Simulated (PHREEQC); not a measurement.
A column of 0.2 m (30 cells, dispersivity 0.01 m, 720 s a shift, diffusion coefficient 3e-10 m²/s) holds 0.012 eq of the database's cation exchanger X per kg of pore water, first in equilibrium with 0.013 mol/kgw KCl, 0.0016 mol/kgw ZnSO4 and 1e-05 mol/kgw HCl. It is flushed with 0.0032 mol CaCl2 and 1e-05 mol HCl per kg of water, at 25 °C. Values are for the last cell. No CO2 enters from the air. Nothing may precipitate in this run.

The numbers come from PHREEQC with the ion-association model, phreeqc.dat.

Question: Predict Ca in solution (mol/kgw) at pore volumes = 2.817, 3.217, 3.417, 5.617.

Answer: 
```json
[
 {"pore volumes": "2.817", "Ca in solution (mol/kgw)": "0.00183"},
 {"pore volumes": "3.217", "Ca in solution (mol/kgw)": "0.00234"},
 {"pore volumes": "3.417", "Ca in solution (mol/kgw)": "0.00253"},
 {"pore volumes": "5.617", "Ca in solution (mol/kgw)": "0.00316"}
]
```

Species that the database lacks are ignored.
